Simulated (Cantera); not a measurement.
An isothermal, constant-pressure homogeneous reactor starts with CH4 : N2 = 1 : 15 (molar parts), at 1925 K and 0.0691 atm. Integrator tolerance rtol = 1e-08.

Detailed kinetics in Cantera: GRI-Mech 3.0 (53 species, 325 reactions). GRI-Mech 3.0 stops at C3 and has no aromatics, soot or wall deposition, so with more carbon than oxygen in the feed, carbon stays in small species such as C2H2 where larger ones or solid carbon would form.

Task: What does this change do: N2 15 to 130 parts?

Result: 
```csv
quantity,before,after
x(CH4) at 40.0 s,3.44e-6 (gas-phase equilibrium 3.38e-6),1.50e-8 (gas-phase equilibrium 2.24e-8)
x(H2) at 40.0 s,0.0876 (gas-phase equilibrium 0.0876),0.0112 (gas-phase equilibrium 0.0112)
x(C2H6) at 40.0 s,3.34e-12 (gas-phase equilibrium 1.61e-12),<1e-12 (gas-phase equilibrium <1e-12)
x(HCN) at 40.0 s,0.000272 (gas-phase equilibrium 0.0470),0.000130 (gas-phase equilibrium 0.00732)
x(H) at 40.0 s,0.00108 (gas-phase equilibrium 0.00108),0.000385 (gas-phase equilibrium 0.000385)
```

Task: What does this change do: pressure from 0.0691 atm to 1.09 atm?

Result: 
```csv
quantity,before,after
x(CH4) at 40.0 s,3.44e-6 (gas-phase equilibrium 3.38e-6),0.000115 (gas-phase equilibrium 5.35e-5)
x(H2) at 40.0 s,0.0876 (gas-phase equilibrium 0.0876),0.0879 (gas-phase equilibrium 0.0880)
x(C2H6) at 40.0 s,3.34e-12 (gas-phase equilibrium 1.61e-12),1.88e-9 (gas-phase equilibrium 4.01e-10)
x(HCN) at 40.0 s,0.000272 (gas-phase equilibrium 0.0470),0.00156 (gas-phase equilibrium 0.0470)
x(H) at 40.0 s,0.00108 (gas-phase equilibrium 0.00108),0.000272 (gas-phase equilibrium 0.000272)
```
